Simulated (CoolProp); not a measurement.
A single-stage vapour-compression cycle with benzene: evaporating at 297.15 K (dew point), condensing at 351.15 K (bubble point), superheat 0 K, subcooling 5 K, compressor efficiency 0.85, no pressure losses. Each further row changes one setting.

The numbers come from the reference Helmholtz-energy equation of state, Thol 2012 in CoolProp.

| case | cooling COP | pressure ratio | discharge temperature (K) | refrigerating effect (kJ/kg) | volumetric capacity (kJ/m³) |
|---|---|---|---|---|---|
| as stated | 4.14 | 7.84 | 369.7 | 346 | 133 |
| evaporating temperature 302.15 K | 4.71 | 6.24 | 366.9 | 351 | 168 |
| condensing temperature 346.15 K | 4.64 | 6.69 | 364.2 | 355 | 137 |
| subcooling 10 K | 4.26 | 7.84 | 369.7 | 355 | 137 |
| superheat 10 K | 4.14 | 7.84 | 379.4 | 356 | 133 |
| compressor efficiency 0.75 | 3.66 | 7.84 | 377.8 | 346 | 133 |
